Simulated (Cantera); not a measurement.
A freely propagating, adiabatic, planar premixed flame of CH4 : C2H6 : O2 : N2 : CO2 = 1 : 0.12 : 2.44 : 6.6 : 0.51 (molar parts), unburnt at 723 K and 0.178 atm; mixture-averaged transport, grid criteria slope 0.08 and curve 0.16, no radiation.

Computed with Cantera and GRI-Mech 3.0 (53 species, 325 reactions). Burning velocities carry a grid error of a few per cent, more on coarse grids.

**Question.** How do the results move with these cheaper or finer settings: unity-Lewis-number transport; multicomponent transport; multicomponent+Soret transport; grid criteria slope 0.5, curve 1; grid criteria slope 0.25, curve 0.5; grid criteria slope 0.03, curve 0.06?

**Answer.** 
```csv
setting,laminar burning velocity,thermal thickness,peak x(HCN),peak x(CH3),grid points
as above,277 cm/s,1.20 mm,4.23e-6,0.00591,162
unity-Lewis-number transport,193 cm/s,1.36 mm,3.61e-6,0.00429,152
multicomponent transport,277 cm/s,1.21 mm,4.25e-6,0.00596,163
multicomponent+Soret transport,273 cm/s,1.21 mm,4.15e-6,0.00580,162
"grid criteria slope 0.5, curve 1",306 cm/s,1.36 mm,4.10e-6,0.00576,51
"grid criteria slope 0.25, curve 0.5",291 cm/s,1.27 mm,4.18e-6,0.00583,71
"grid criteria slope 0.03, curve 0.06",273 cm/s,1.18 mm,4.25e-6,0.00592,359
```
The base run took very roughly 7 core-seconds.
Unity Lewis numbers drop preferential diffusion, which matters most where H2 and H carry the flame; Soret adds thermal diffusion.
